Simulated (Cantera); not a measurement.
A perfectly stirred reactor is fed with 46.6 % NO, 51.3 % N2, 2.14 % H2O, at 100.0 Torr; it is held at 2198 K, and followed from long to short residence time.

Cantera simulation using GRI-Mech 3.0 (53 species, 325 reactions); the numbers are that mechanism's predictions, not measurements.

One state of this run: x NO = 0.187; x O2 = 0.137; x NO2 = 7.01e-5; x N2 = 0.650; x O = 0.00273; x N2O = 8.35e-6. x: mole fraction; the columns are a selection and need not sum to one.

Task: Which value of τ (s) does it belong to?
A. 0.52
B. 0.0018
C. 0.054
D. 16

Result: A, 0.52
